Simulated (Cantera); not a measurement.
Input (Python, Cantera):

```python
import numpy as np
import cantera as ct

gas = ct.Solution("gri30.yaml")
gas.TPX = 1850, 140, {'C3H8': 1, 'H2': 45}
inlet = ct.Reservoir(gas, clone=True)

reactor = ct.IdealGasConstPressureReactor(gas, energy="off", clone=False)
exhaust = ct.Reservoir(gas, clone=True)
tau = [16, 4.9, 1.6, 0.5, 0.16, 0.051, 0.016, 0.0051, 0.0016, 0.00052, 0.00016][0]
for a, b in ((inlet, reactor), (reactor, exhaust)):
    ct.MassFlowController(a, b, mdot=lambda t: reactor.mass / tau)
net = ct.ReactorNet([reactor])
show = ['C3H8', 'H2', 'C2H2', 'CH4', 'CH3', 'CH2']

rows = []
print(f"{'tau/s':>10s}{'T/K':>9s}" + "".join(f"{s:>11s}" for s in show))
for tau in [16, 4.9, 1.6, 0.5, 0.16, 0.051, 0.016, 0.0051, 0.0016, 0.00052, 0.00016]:
    net.initial_time = 0.0
    net.advance(30 * tau)
    before = gas.X
    net.advance(40 * tau)
    drift = np.max(np.abs(gas.X - before) / (gas.X + 1e-9))
    rows.append([gas.T, *gas[show].X, drift])
    print(f"{tau:10.3e}{gas.T:9.1f}" + "".join(f"{x:11.3e}" for x in gas[show].X))
```

It prints:

```
     tau/s      T/K       C3H8         H2       C2H2        CH4        CH3        CH2
 1.600e+01   1850.0  3.540e-07  9.611e-01  2.905e-02  2.680e-03  3.804e-04  2.899e-06
 4.900e+00   1850.0  1.280e-06  9.603e-01  2.755e-02  5.574e-03  6.783e-04  4.179e-06
 1.600e+00   1850.0  4.112e-06  9.583e-01  2.532e-02  9.771e-03  1.110e-03  5.909e-06
 5.000e-01   1850.0  1.325e-05  9.551e-01  2.231e-02  1.521e-02  1.734e-03  8.356e-06
 1.600e-01   1850.0  4.046e-05  9.517e-01  1.910e-02  2.047e-02  2.477e-03  1.131e-05
 5.100e-02   1850.0  1.224e-04  9.489e-01  1.596e-02  2.438e-02  3.252e-03  1.439e-05
 1.600e-02   1850.0  3.754e-04  9.473e-01  1.251e-02  2.610e-02  4.032e-03  1.729e-05
 5.100e-03   1850.0  1.132e-03  9.475e-01  8.037e-03  2.510e-02  5.054e-03  2.008e-05
 1.600e-03   1850.0  3.449e-03  9.510e-01  3.152e-03  1.996e-02  6.618e-03  2.094e-05
 5.200e-04   1850.0  9.237e-03  9.606e-01  5.004e-04  9.854e-03  7.110e-03  1.327e-05
 1.600e-04   1850.0  1.681e-02  9.719e-01  1.945e-05  1.788e-03  3.759e-03  2.106e-06
```

Detailed kinetics in Cantera: GRI-Mech 3.0 (53 species, 325 reactions). GRI-Mech 3.0 was tuned for natural gas; its chemistry of propane as a main component is partial and can be far from experiment. GRI-Mech 3.0 stops at C3 and has no aromatics, soot or wall deposition, so with more carbon than oxygen in the feed, carbon stays in small species such as C2H2 where larger ones or solid carbon would form. Radical loss at walls, strong at low pressure, is not modelled.
